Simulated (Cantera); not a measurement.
Feed: 1 mol CaCl2, a varied amount of H2O, 8.6 mol N2, equilibrated at 75.0 Torr.

Method: chemical equilibrium by Gibbs-energy minimisation in Cantera with the NASA 1993 tables (ideal gas, pure condensed phases). Candidate condensed phases: Ca, CaCl2, CaO, Ca(OH)2, H2O, NH4Cl; 36 gas species. Mutual solubility and eutectic melting of coexisting phases are not modelled. Condensed phases not in the tables: oxide chlorides. The numbers say what is thermodynamically allowed, not how fast it happens.

**Question.** What condenses at these points (T in K, n(H2O) in mol): (1548, 1.9); (1898, 0.61); (1798, 0.49); (1698, 0.39); (1798, 2.4)?

**Answer.** 
```
T (K)  n(H2O) in mol  condensed phases  Ca condensed (%)
-----  -------------  ----------------  ----------------
1548             1.9       CaCl2 + CaO              65.2
1898            0.61               CaO              26.9
1798            0.49               CaO              25.7
1698            0.39               CaO              24.3
1798             2.4               CaO              55.5
```
